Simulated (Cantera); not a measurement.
What does this Cantera script print?

```python
import numpy as np
import cantera as ct

gas = ct.Solution("gri30.yaml")
gas.TPX = 1573, 860000, {'CH4': 1, 'CO': 0.13, 'O2': 1.15, 'N2': 4.31}
reactor = ct.IdealGasReactor(gas, energy="on", clone=False)
net = ct.ReactorNet([reactor])
net.rtol, net.atol = 1e-08, 1e-16
show = ['CH4', 'CO', 'O2', 'CH2', 'HO2', 'C2H4', 'HCO']
times = np.geomspace(4e-06, 0.3, 12)

steps = ct.SolutionArray(gas, extra=["t"])
rows = []
print(f"{'t/s':>10s}{'T/K':>9s}{'P/Pa':>11s}" + "".join(f"{s:>11s}" for s in show))
for t in times:
    while net.time < t:
        t_next = net.step()
        steps.append(gas.state, t=t_next)
    rows.append([np.interp(t, steps.t, y) for y in (steps.T, steps.P, *steps(*show).X.T)])
    print(f"{t:10.3e}{rows[-1][0]:9.1f}{rows[-1][1]:11.4g}" + "".join(f"{x:11.3e}" for x in rows[-1][2:]))
rate = np.gradient(steps.T, steps.t)
print("integrator steps:", len(steps.t))
if steps.T.max() > steps.T[0] + 200:
    print(f"time of steepest temperature rise: {steps.t[rate.argmax()]:.4e} s")
gas.TPX = 1573, 860000, {'CH4': 1, 'CO': 0.13, 'O2': 1.15, 'N2': 4.31}
gas.equilibrate("UV")
print(f"equilibrium (UV): T = {gas.T:.1f} K  " + "  ".join(f"{s} {gas[s].X[0]:.3e}" for s in show))
```

Result:

```
       t/s      T/K       P/Pa        CH4         CO         O2        CH2        HO2       C2H4        HCO
 4.000e-06   1572.9    8.6e+05  1.517e-01  1.972e-02  1.745e-01  3.663e-11  5.369e-06  2.634e-08  1.158e-10
 1.110e-05   1573.0    8.6e+05  1.516e-01  1.972e-02  1.744e-01  3.849e-10  7.576e-06  1.023e-06  1.681e-09
 3.079e-05   1575.5  8.614e+05  1.508e-01  1.973e-02  1.740e-01  1.903e-09  1.313e-05  2.221e-05  2.162e-08
 8.543e-05   1602.3  8.766e+05  1.450e-01  2.059e-02  1.704e-01  1.349e-08  4.967e-05  3.676e-04  2.829e-07
 2.370e-04   3006.5  1.875e+06  2.685e-10  1.284e-01  1.824e-04  1.001e-10  5.405e-07  6.119e-16  2.305e-06
 6.577e-04   3006.1  1.874e+06  2.695e-10  1.284e-01  1.817e-04  1.002e-10  5.384e-07  6.148e-16  2.303e-06
 1.825e-03   3006.1  1.874e+06  2.695e-10  1.284e-01  1.817e-04  1.002e-10  5.384e-07  6.148e-16  2.303e-06
 5.063e-03   3006.1  1.874e+06  2.695e-10  1.284e-01  1.817e-04  1.002e-10  5.384e-07  6.148e-16  2.303e-06
 1.405e-02   3006.1  1.874e+06  2.695e-10  1.284e-01  1.817e-04  1.002e-10  5.384e-07  6.148e-16  2.303e-06
 3.897e-02   3006.1  1.874e+06  2.695e-10  1.284e-01  1.817e-04  1.002e-10  5.384e-07  6.148e-16  2.303e-06
 1.081e-01   3006.1  1.874e+06  2.695e-10  1.284e-01  1.817e-04  1.002e-10  5.384e-07  6.148e-16  2.303e-06
 3.000e-01   3006.1  1.874e+06  2.695e-10  1.284e-01  1.817e-04  1.002e-10  5.384e-07  6.148e-16  2.303e-06
integrator steps: 1877
time of steepest temperature rise: 1.3430e-04 s
equilibrium (UV): T = 3006.1 K  CH4 3.038e-10  CO 1.284e-01  O2 1.817e-04  CH2 1.079e-10  HO2 5.384e-07  C2H4 6.668e-16  HCO 2.303e-06
```

Cantera simulation using GRI-Mech 3.0 (53 species, 325 reactions); the numbers are that mechanism's predictions, not measurements. Above 3000 K some thermodynamic fits are extrapolated.
